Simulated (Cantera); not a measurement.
Feed: 1 mol SiCl4, 0.092 mol C2H4, 7.1 mol H2, at 2073.15 K and 10.0 Torr.

Equilibrium computed with Cantera from the NASA thermochemical tables; the gas is ideal and each condensed phase is pure. Candidate condensed phases: C, C6H6, C7H8, C8H18, Si, SiC; 109 gas species. The tables' values for SiCl, SiCl3 are old estimates; treat these amounts as uncertain. Gases not in the tables: Si2H6 and higher silanes. Kinetics and transport are ignored.

Base state: H2 0.637, HCl 0.253, SiCl2 0.0809, H 0.0182, Cl 0.00534, Si 0.00273, SiCl 0.00212, SiCl3 0.000532 (mole fractions); condensed: SiC(s).

Question: What changes in the equilibrium state with this change: SiCl4 replaced by Si(CH3)4?

Answer: 
```
species            before     after
----------------  -------  --------
H2                  0.637     0.976
H                  0.0182    0.0225
C2H2 (acetylene)  2.98e-5   0.00120
HCl                 0.253         0
SiCl2              0.0809         0
Si                0.00273  0.000533
Cl                0.00534         0
SiCl              0.00212         0
SiC(s), mol         0.182     0.991
C(graphite), mol        0      3.16
```

Question: What changes in the equilibrium state with this change: pressure from 10.0 Torr to 750 Torr?

Answer: 
```json
[
 {"species": "H2", "before": "0.637", "after": "0.659"},
 {"species": "HCl", "before": "0.253", "after": "0.250"},
 {"species": "SiCl2", "before": "0.0809", "after": "0.0825"},
 {"species": "H", "before": "0.0182", "after": "0.00214"},
 {"species": "Cl", "before": "0.00534", "after": "0.000598"},
 {"species": "SiH2Cl2", "before": "9.05e-7", "after": "7.18e-5"},
 {"species": "SiHCl3", "before": "4.07e-6", "after": "0.000307"},
 {"species": "SiC(s), mol", "before": "0.182", "after": "0.183"}
]
```
The tables' values for SiCl3, SiCl are old estimates; treat these amounts as uncertain.
